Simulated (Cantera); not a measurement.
**Hydrogen reduction and annealing atmospheres: ZrO2 + H2 + N2**

A closed system holds: 1 mol ZrO2, 71 mol H2, 34 mol N2, equilibrated at 11.0 Pa.

Method: chemical equilibrium by Gibbs-energy minimisation in Cantera with the NASA 1993 tables (ideal gas, pure condensed phases). Candidate condensed phases: H2O, Zr, ZrN, ZrO2; 28 gas species. Mutual solubility and eutectic melting of coexisting phases are not modelled. ZrN: taken at fixed stoichiometry. Condensed phases not in the tables: solid solutions among these carbides, nitrides and lower oxides. The numbers say what is thermodynamically allowed, not how fast it happens.

```
T (°C)   x H2   x N2       x H    x H2O    x NH3  n ZrO2(monoclinic)  n ZrO2(tetragonal)  n ZrN(s)
------  -----  -----  --------  -------  -------  ------------------  ------------------  --------
1002    0.676  0.324   5.78e-5  2.93e-7  4.78e-9               1.000                   0         0
1027    0.676  0.324   8.67e-5  3.60e-7  4.32e-9               1.000                   0         0
1052    0.676  0.324  0.000128  4.40e-7  3.91e-9               1.000                   0         0
1077    0.676  0.324  0.000187  5.33e-7  3.56e-9               1.000                   0         0
1102    0.676  0.324  0.000269  6.41e-7  3.25e-9               1.000                   0         0
1127    0.676  0.324  0.000381  7.66e-7  2.97e-9               1.000                   0         0
1152    0.676  0.324  0.000535  9.09e-7  2.73e-9               1.000                   0         0
1177    0.676  0.324  0.000741  1.07e-6  2.52e-9               1.000                   0         0
1202    0.675  0.324   0.00102  1.26e-6  2.32e-9               1.000                   0         0
1227    0.675  0.324   0.00138  1.46e-6  2.15e-9                   0               1.000         0
1252    0.675  0.324   0.00185  1.69e-6  1.99e-9                   0               1.000         0
1277    0.674  0.323   0.00247  1.94e-6  1.85e-9                   0               1.000  0.000102
1302    0.673  0.323   0.00325  2.22e-6  1.73e-9                   0               1.000  0.000117
```
x: gas mole fraction; n: condensed amount in mol.

From 1002 °C to 1202 °C the condensed part is ZrO2(monoclinic). From 1227 °C to 1252 °C the condensed part is ZrO2(tetragonal). From 1277 °C to 1302 °C the condensed part is ZrN(s) + ZrO2(tetragonal).
